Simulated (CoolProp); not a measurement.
Decamethyltetrasiloxane (MD2M) at several states: fugacity coefficient from the reference equation and from simpler models built on Tc = 599.4 K, pc = 11.44 bar, ω = 0.635; each cubic takes its own stable root.

Computed with CoolProp (reference Helmholtz-energy equation of state, Thol 2017).

```csv
T (K),p (bar),phase,reference,Redlich-Kwong,Peng-Robinson
489.9,11.3,liquid,0.1512,0.2704,0.1497
364.2,0.275,liquid,0.1111,0.9409,0.1237
436.5,68.2,liquid,0.01407,0.04687,0.01399
478.9,4.75,liquid,0.2662,0.5109,0.2644
302.5,6.81,liquid,0.0001196,0.004838,0.0001716
```
